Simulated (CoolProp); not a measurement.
Saturation properties of dodecamethylpentasiloxane (MD3M).

Values from CoolProp's reference Helmholtz-energy equation of state, Thol 2019.

```
T (K)   p (MPa)  enthalpy of vaporisation (kJ/kg)  vapour Z
-----  --------  --------------------------------  --------
417.9  0.008302                             139.1    0.9824
431.9   0.01373                             134.7    0.9744
446     0.02184                             130.2    0.9641
460.1   0.03345                             125.5    0.9511
474.2   0.04955                             120.8    0.9352
488.3   0.07128                             115.8    0.9160
502.4   0.09988                             110.6    0.8932
516.5    0.1368                             105.2    0.8664
530.5    0.1831                             99.35    0.8355
544.6    0.2413                             93.02    0.7993
```

It boils at 503.0 K under 1 atm.
